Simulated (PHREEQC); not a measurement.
Dissolve 0.29 mol/kgw ZnSO4, 4.4e-05 mol/kgw NiCl2, 0.061 mol/kgw NaH2PO4 and 0.021 mol/kgw NaCl at 25 °C. Closed to the air; pH follows from the charge balance.

Computed with PHREEQC (ion-association model, wateq4f.dat).

```tsv
quantity	before	after
pH	4.41	4.50
ionic strength (mol/kgw)	0.621	0.0824
Na+ (mol/kgw)	0.0758	0.0820
Cl- (mol/kgw)	0.0194	0.0211
HPO4-2 (mol/kgw)	0.000332	0.000241
H3PO4 (mol/kgw)	0.000202	0.000218
SI of Halite (NaCl)	-4.77	-4.55
SI of Ni(OH)2 (Ni(OH)2)	-7.12	-6.56
```

### Question
Which change was made?
(A) ZnSO4 left out
(B) NaCl from 0.021 to 0.0189 mol/kgw
(C) NaH2PO4 from 0.061 to 0.122 mol/kgw
(D) NiCl2 from 4.4e-05 to 8.8e-05 mol/kgw
(E) ZnSO4 from 0.29 to 0.58 mol/kgw

### Answer
A, ZnSO4 left out

Precipitation was switched off in this run. Some of these states are supersaturated (in Zn3(PO4)2:4w, for instance). H3PO4, which wateq4f.dat lacks, is added to it with the constant of phreeqc.dat. The database has no phosphate complexes of Zn, Ni.
